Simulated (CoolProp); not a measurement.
A closed Brayton cycle with dry air: compressor inlet 305.15 K and 2.8 MPa, high pressure 6.14 MPa, turbine inlet 835 K, compressor efficiency 0.85, turbine efficiency 0.93, recuperator effectiveness 0.95 (on enthalpy, no pinch check). Each further row changes one setting.

Model: reference Helmholtz-energy equation of state, Lemmon 2000, in CoolProp. It is a pseudo-pure fit of the blend.

| case | thermal efficiency (%) | net work (kJ/kg) | compressor to turbine work | compressor exit (K) | turbine exit (K) |
|---|---|---|---|---|---|
| as stated | 38.7 | 69.4 | 0.57 | 396.1 | 689.6 |
| turbine inlet 785 K | 35.7 | 59.7 | 0.60 | 396.1 | 646.9 |
| compressor inlet 315.15 K | 37.2 | 66.3 | 0.59 | 408.9 | 689.6 |
| high pressure 5.22 MPa | 39.5 | 59.5 | 0.54 | 375.6 | 717.6 |
| recuperator effectiveness 0.5 | 21.8 | 69.4 | 0.57 | 396.1 | 689.6 |
